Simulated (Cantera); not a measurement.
## Catalytic stagnation flow on Pt

A jet of 1.45 % CH₄, 10.7 % O₂, 87.9 % N₂ at 300 K and 2400 Pa hits a platinum plate 7.6 cm away at a mass flux of 0.16 kg/m²/s; the plate temperature is set and raised in steps from an oxygen-covered start.

Computed with Cantera and Deutschmann's 1995 Pt surface mechanism with GRI-Mech 3.0 gas chemistry. Catalytic surfaces can have several steady states; this one follows from the mechanism file's or the stated starting coverage.

```csv
plate T (K),wall x CH₄,wall x O₂,wall x H₂O,wall x OH,wall x CO,wall x CO₂,θ free Pt,θ O*
850,0.0130,0.104,0.00268,<1e-8,4.09e-6,0.00175,0.201,0.798
900,0.0119,0.101,0.00479,2.29e-8,5.39e-6,0.00313,0.274,0.726
950,0.0106,0.0986,0.00721,7.73e-8,6.69e-6,0.00472,0.349,0.651
1000,0.00928,0.0958,0.00961,2.22e-7,8.06e-6,0.00630,0.424,0.576
1050,0.00811,0.0933,0.0118,5.56e-7,9.53e-6,0.00772,0.497,0.503
1100,0.00712,0.0912,0.0136,1.25e-6,1.13e-5,0.00891,0.567,0.433
1150,0.00635,0.0896,0.0149,2.55e-6,1.35e-5,0.00987,0.632,0.368
1200,0.00571,0.0883,0.0161,4.83e-6,1.62e-5,0.0106,0.691,0.309
```
x: mole fraction at the wall; θ: surface coverage.
